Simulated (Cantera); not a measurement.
A Cantera script and its output.

```python
import numpy as np
import cantera as ct

gas = ct.Solution("h2o2.yaml")
gas.TPX = 1400, 100000, {'H2': 0.9, 'O2': 1, 'N2': 0.74}
inlet = ct.Reservoir(gas, clone=True)

reactor = ct.IdealGasConstPressureReactor(gas, energy="off", clone=False)
exhaust = ct.Reservoir(gas, clone=True)
tau = [24, 9.4, 3.6, 1.4, 0.54, 0.21, 0.079, 0.031, 0.012, 0.0045, 0.0017][0]
for a, b in ((inlet, reactor), (reactor, exhaust)):
    ct.MassFlowController(a, b, mdot=lambda t: reactor.mass / tau)
net = ct.ReactorNet([reactor])
show = ['H2', 'O2', 'H2O', 'H', 'OH', 'HO2']

rows = []
print(f"{'tau/s':>10s}{'T/K':>9s}" + "".join(f"{s:>11s}" for s in show))
for tau in [24, 9.4, 3.6, 1.4, 0.54, 0.21, 0.079, 0.031, 0.012, 0.0045, 0.0017]:
    net.initial_time = 0.0
    net.advance(30 * tau)
    before = gas.X
    net.advance(40 * tau)
    drift = np.max(np.abs(gas.X - before) / (gas.X + 1e-9))
    rows.append([gas.T, *gas[show].X, drift])
    print(f"{tau:10.3e}{gas.T:9.1f}" + "".join(f"{x:11.3e}" for x in gas[show].X))
```

Output:

```
     tau/s      T/K         H2         O2        H2O          H         OH        HO2
 2.400e+01   1400.0  6.876e-06  2.511e-01  4.109e-01  2.546e-08  1.116e-04  4.473e-07
 9.400e+00   1400.0  1.323e-05  2.511e-01  4.109e-01  5.958e-08  1.446e-04  7.316e-07
 3.600e+00   1400.0  2.557e-05  2.511e-01  4.108e-01  1.485e-07  1.928e-04  1.310e-06
 1.400e+00   1400.0  4.858e-05  2.511e-01  4.107e-01  3.725e-07  2.588e-04  2.403e-06
 5.400e-01   1400.0  9.243e-05  2.511e-01  4.106e-01  9.541e-07  3.504e-04  4.472e-06
 2.100e-01   1400.0  1.744e-04  2.510e-01  4.105e-01  2.443e-06  4.749e-04  8.248e-06
 7.900e-02   1400.0  3.356e-04  2.510e-01  4.101e-01  6.501e-06  6.516e-04  1.535e-05
 3.100e-02   1400.0  6.257e-04  2.510e-01  4.096e-01  1.662e-05  8.832e-04  2.722e-05
 1.200e-02   1400.0  1.169e-03  2.510e-01  4.087e-01  4.306e-05  1.206e-03  4.703e-05
 4.500e-03   1400.0  2.202e-03  2.511e-01  4.071e-01  1.149e-04  1.677e-03  7.832e-05
 1.700e-03   1400.0  4.046e-03  2.513e-01  4.042e-01  3.032e-04  2.357e-03  1.208e-04
```

Computed with Cantera and the H2/O2 subset of GRI-Mech 3.0, which has no nitrogen chemistry. The temperature is held fixed by assumption; the heat of reaction is taken as removed at once.
